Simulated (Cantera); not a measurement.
A closed system holds: 1 mol SiH2Cl2, 1 mol N2, 30 mol H2, equilibrated at 16000 Pa.

These are equilibrium values from Cantera (NASA tables, ideal gas, pure condensed phases), not measurements of a reactor. Candidate condensed phases: NH4Cl, Si, Si3N4; 28 gas species. N2 is the only nitrogen source here; it is nearly inert below about 1500 K, so the nitride shown seldom forms there in practice. Kinetics and transport are ignored. All values below are at 1150 K.

Base state: H2 0.928, HCl 0.0617, N2 0.0103, SiCl4 3.46e-5, SiHCl3 1.06e-5 (mole fractions); condensed: Si3N4(s).

Question: What changes in the equilibrium state with this change: H2 from 30 to 0.3 mol?

Answer: 
```json
[
 {"species": "HCl", "before": "0.0617", "after": "0.411"},
 {"species": "H2", "before": "0.928", "after": "0.303"},
 {"species": "N2", "before": "0.0103", "after": "0.193"},
 {"species": "SiCl4", "before": "3.46e-5", "after": "0.0914"},
 {"species": "SiCl3", "before": "2.54e-6", "after": "0.000576"},
 {"species": "SiHCl3", "before": "1.06e-5", "after": "0.00137"},
 {"species": "SiCl2", "before": "2.04e-6", "after": "3.96e-5"},
 {"species": "Si3N4(s), mol", "before": "0.333", "after": "0.254"}
]
```
The tables' values for SiCl3 are old estimates; treat these amounts as uncertain.

Question: What changes in the equilibrium state with this change: 0.2 mol HF added?

Answer: 
| species | before | after |
|---|---|---|
| H2 | 0.928 | 0.926 |
| HCl | 0.0617 | 0.0613 |
| N2 | 0.0103 | 0.0113 |
| SiF4 | 0 | 0.00139 |
| HF | 0 | 0.000393 |
| SiHF3 | 0 | 5.96e-5 |
| SiCl4 | 3.46e-5 | 3.21e-5 |
| SiHCl3 | 1.06e-5 | 9.85e-6 |
| Si3N4(s), mol | 0.333 | 0.317 |
